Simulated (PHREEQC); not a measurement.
Make-up at 25 °C: 0.024 mol NH4HF2, 5.5e-05 mol (NH4)2SiF6 and 0.002 mol H2SO4 per kg of water. Closed to the air; pH follows from the charge balance.

Equilibrium calculation in PHREEQC: ion-association model, wateq4f.dat.

Precipitation was switched off in this run.

Task: Order these S species by the share of S that they hold, largest first: NH4SO4-, SO4-2, HSO4-.

Result: SO4-2 (82 %), NH4SO4- (14 %), HSO4- (4.6 %)

The pH is 3.04 and the ionic strength 0.0266 mol/kgw. Complexes and solids missing from the database can't appear. wateq4f.dat counts part of the HF as a dimer, H2F2, which phreeqc.dat doesn't know; its constant is uncertain. SiF6-2 is the database's only silicon fluoride.
